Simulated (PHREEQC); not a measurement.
NaOH is added in steps, without added water, to 1 kg of water holding 3.6 mmol/kgw HCl and 0.16 mmol/kgw H3PO4, at 25 °C. O2 is buffered at 0.21 atm. The system is closed to CO2. Precipitation was switched off in this run.

Base run: PHREEQC, ion-association model, wateq4f.dat. Each further column changes one thing. The table gives HPO4-2 (mol/kgw).

```csv
NaOH added (mol),base,6e-05 mol/kgw Cu(NO3)2 added,diluted 5-fold with water,solids may form
0,2.34e-9,2.35e-9,2.72e-9,2.34e-9
0.00075,3.13e-9,3.14e-9,7.87e-7,3.13e-9
0.0015,4.48e-9,4.51e-9,3.07e-5,4.48e-9
0.00225,7.26e-9,7.30e-9,2.95e-5,7.26e-9
0.003,1.57e-8,1.58e-8,2.83e-5,1.57e-8
0.00375,1.16e-6,1.16e-6,2.71e-5,1.16e-6
0.0045,0.000154,0.000155,2.60e-5,0.000154
```

H3PO4, which wateq4f.dat lacks, is added to it with the constant of phreeqc.dat. In at least one series the solution becomes supersaturated in solids that the run did not let form, among them Cu(OH)2, Atacamite, Cu3(PO4)2:3H2O. The database has no phosphate complexes of Cu. The database's constant for dissolved Cu(OH)2 is higher than later reviews accept. Solids allowed in the column 'solids may form': Halite.
